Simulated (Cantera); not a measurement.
**Adiabatic ignition**

An adiabatic, constant-volume homogeneous reactor starts with CO : H2 : CH4 : O2 : N2 : CO2 = 1 : 0.016 : 0.31 : 0.76 : 3.27 : 0.39 (molar parts), at 1525 K and 5.00 bar.

Cantera simulation using GRI-Mech 3.0 (53 species, 325 reactions); the numbers are that mechanism's predictions, not measurements.

```json
[
 {"t (s)": "2.00e-6", "T (K)": "1525", "P (bar)": "5.00", "x CO": "0.174", "x H2": "0.00278", "x CH4": "0.0539", "x H": "3.71e-8", "x CH2": "1.81e-12", "x HCN": "<1e-12", "x C2H": "<1e-12"},
 {"t (s)": "5.79e-6", "T (K)": "1525", "P (bar)": "5.00", "x CO": "0.174", "x H2": "0.00279", "x CH4": "0.0539", "x H": "6.15e-8", "x CH2": "1.10e-11", "x HCN": "<1e-12", "x C2H": "<1e-12"},
 {"t (s)": "1.68e-5", "T (K)": "1525", "P (bar)": "5.00", "x CO": "0.174", "x H2": "0.00279", "x CH4": "0.0539", "x H": "1.49e-7", "x CH2": "9.61e-11", "x HCN": "<1e-12", "x C2H": "<1e-12"},
 {"t (s)": "4.85e-5", "T (K)": "1526", "P (bar)": "5.00", "x CO": "0.174", "x H2": "0.00281", "x CH4": "0.0537", "x H": "5.54e-7", "x CH2": "1.21e-9", "x HCN": "<1e-12", "x C2H": "<1e-12"},
 {"t (s)": "0.000140", "T (K)": "1538", "P (bar)": "5.04", "x CO": "0.174", "x H2": "0.00311", "x CH4": "0.0519", "x H": "1.81e-6", "x CH2": "7.10e-9", "x HCN": "<1e-12", "x C2H": "<1e-12"},
 {"t (s)": "0.000406", "T (K)": "2923", "P (bar)": "9.54", "x CO": "0.142", "x H2": "0.0116", "x CH4": "<1e-12", "x H": "0.00436", "x CH2": "<1e-12", "x HCN": "1.92e-8", "x C2H": "<1e-12"},
 {"t (s)": "0.00118", "T (K)": "2912", "P (bar)": "9.51", "x CO": "0.143", "x H2": "0.0118", "x CH4": "<1e-12", "x H": "0.00425", "x CH2": "<1e-12", "x HCN": "2.95e-8", "x C2H": "<1e-12"},
 {"t (s)": "0.00340", "T (K)": "2912", "P (bar)": "9.51", "x CO": "0.143", "x H2": "0.0118", "x CH4": "<1e-12", "x H": "0.00425", "x CH2": "<1e-12", "x HCN": "2.95e-8", "x C2H": "<1e-12"},
 {"t (s)": "0.00985", "T (K)": "2912", "P (bar)": "9.51", "x CO": "0.143", "x H2": "0.0118", "x CH4": "<1e-12", "x H": "0.00425", "x CH2": "<1e-12", "x HCN": "2.95e-8", "x C2H": "<1e-12"},
 {"t (s)": "0.0285", "T (K)": "2912", "P (bar)": "9.51", "x CO": "0.143", "x H2": "0.0118", "x CH4": "<1e-12", "x H": "0.00425", "x CH2": "<1e-12", "x HCN": "2.95e-8", "x C2H": "<1e-12"},
 {"t (s)": "0.0825", "T (K)": "2912", "P (bar)": "9.51", "x CO": "0.143", "x H2": "0.0118", "x CH4": "<1e-12", "x H": "0.00425", "x CH2": "<1e-12", "x HCN": "2.95e-8", "x C2H": "<1e-12"},
 {"t (s)": "0.239", "T (K)": "2912", "P (bar)": "9.51", "x CO": "0.143", "x H2": "0.0118", "x CH4": "<1e-12", "x H": "0.00425", "x CH2": "<1e-12", "x HCN": "2.95e-8", "x C2H": "<1e-12"},
 {"t (s)": "0.691", "T (K)": "2912", "P (bar)": "9.51", "x CO": "0.143", "x H2": "0.0118", "x CH4": "<1e-12", "x H": "0.00425", "x CH2": "<1e-12", "x HCN": "2.95e-8", "x C2H": "<1e-12"},
 {"t (s)": "2.00", "T (K)": "2912", "P (bar)": "9.51", "x CO": "0.143", "x H2": "0.0118", "x CH4": "<1e-12", "x H": "0.00425", "x CH2": "<1e-12", "x HCN": "2.95e-8", "x C2H": "<1e-12"}
]
```
x: mole fraction; the columns are a selection and need not sum to one.

```json
{
 "time_of_steepest_temperature_rise": "0.281 ms",
 "temperature at 2.00 s": "2912 K",
 "equilibrium_temperature": "2912 K",
 "x(CO) at 2.00 s": "0.143 (gas-phase equilibrium 0.143)",
 "x(H2) at 2.00 s": "0.0118 (gas-phase equilibrium 0.0118)",
 "x(CH4) at 2.00 s": "<1e-12 (gas-phase equilibrium <1e-12)"
}
```
